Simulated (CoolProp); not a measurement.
Saturation properties of R125 (Tc = 339.2 K, pc = 3.618 MPa, ω = 0.305).

Values from CoolProp's reference Helmholtz-energy equation of state, Lemmon 2005.

```
T (K)  p (MPa)  surface tension (mN/m)  liquid viscosity (µPa s)  liquid conductivity (mW/(m K))
-----  -------  ----------------------  ------------------------  ------------------------------
226.1   0.1066                    13.5                       404                            90.8
233.8   0.1527                    12.4                       359                            87.3
241.4   0.2121                    11.3                         ?                            83.8
249.1        ?                    10.2                       287                            80.3
256.8   0.3858                    9.12                       257                            76.9
264.4   0.5035                    8.09                       231                            73.6
272.1   0.6486                    7.07                       207                            70.3
279.8   0.8229                    6.08                       185                            67.0
287.5    1.030                    5.12                       166                            63.8
295.1    1.271                       ?                       148                            60.7
302.8    1.555                    3.32                       131                            57.5
310.5    1.884                    2.47                       115                            54.4
318.2    2.263                    1.68                      99.2                            51.3
325.8    2.694                   0.962                      83.7                            48.2
```

Q: Some entries are withheld; supply them.

A: 
- 241.4, liquid viscosity (µPa s): 321
- 249.1, p (MPa): 0.2891
- 295.1, surface tension (mN/m): 4.21

It boils at 225.1 K under 1 atm.

Viscosity comes from a separate model (Huber 2006). Thermal conductivity comes from a separate model (Perkins 2006). Surface tension comes from a separate correlation (Mulero 2012).
